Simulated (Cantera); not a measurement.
Input: 1 mol (CH3)2SiCl2, 0.011 mol C2H4, 1.4 mol H2, held at 10.0 mbar.

Equilibrium computed with Cantera from the NASA thermochemical tables; the gas is ideal and each condensed phase is pure. Candidate condensed phases: C, C6H6, C7H8, C8H18, Si, SiC; 109 gas species. The feed counts by its element totals alone. Equilibrium is a limit: real reactors are often held back by kinetics, nucleation or transport.

Over these rows the condensed part is C(graphite) + SiC(s). Partial pressures as log10 of bar:

| T (K) | 1000/T (1/K) | log p SiHCl3 | log p H2 | log p HCl |
|---|---|---|---|---|
| 1175 | 0.8511 | -5.27 | -2.18 | -2.49 |
| 1275 | 0.7843 | -5.64 | -2.19 | -2.45 |
| 1375 | 0.7273 | ? | -2.20 | -2.45 |
| 1475 | 0.6780 | -6.38 | -2.20 | -2.45 |
| 1575 | 0.6349 | -6.71 | -2.19 | -2.45 |
| 1675 | 0.5970 | -7.00 | -2.19 | -2.46 |

**Question.** Fit log p(SiHCl3) = a + b·(1000/T) to the five rows, give the apparent enthalpy, and predict the row at 1375 K.

**Answer.** Means: 1000/T = 0.7091, log p = -6.200. Sxy = 0.307292, Sxx = 0.0448583, so b = 6.85 and a = -6.200 − (6.85)×0.7091 = -11.06.
Apparent enthalpy: −19.145 × (6.85) = -131 kJ/mol. With the condensed phases at unit activity, SiC(s) + 3 HCl(g) = SiHCl3(g) + C(graphite) + H2(g) links this pressure to the main gases: over the six rows their terms move log p by +0.10 in all, so the slope isn't that reaction's ΔH° alone. The five rows lie within 0.05 of the line.
Prediction at 1375 K: -11.06 + (6.85)×0.7273 = -6.08. The computed value is -6.02, 0.06 from the line.
